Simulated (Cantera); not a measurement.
Input: 1 mol BF₃, 140 mol H₂, equilibrated at 1798 K and 750 Torr.

Cantera equilibrium calculation (NASA polynomials, part measured and part estimated; ideal gas, pure solids and liquids). Candidate condensed phases: B; 20 gas species. The tables' values for BF₂, BH₂ are old estimates; treat these amounts as uncertain. The numbers say what is thermodynamically allowed, not how fast it happens.

Base state: H₂ 0.988, HF 0.00465, BF₃ 0.00297, BHF₂ 0.00242, BF₂ 0.00117, BF 0.000500, H 0.000350, BH₂ 1.87e-5 (mole fractions); condensed: gas only.

What changes in the equilibrium state with this change: pressure from 750 Torr to 0.0825 Torr?


```json
[
 {"species": "H₂", "before": "0.988", "after": "0.947"},
 {"species": "H", "before": "0.000350", "after": "0.0327"},
 {"species": "HF", "before": "0.00465", "after": "0.0133"},
 {"species": "BF", "before": "0.000500", "after": "0.00642"},
 {"species": "BHF₂", "before": "0.00242", "after": "9.79e-6"},
 {"species": "BF₃", "before": "0.00297", "after": "3.59e-5"}
]
```
The tables' values for BF₂ are old estimates; treat these amounts as uncertain.
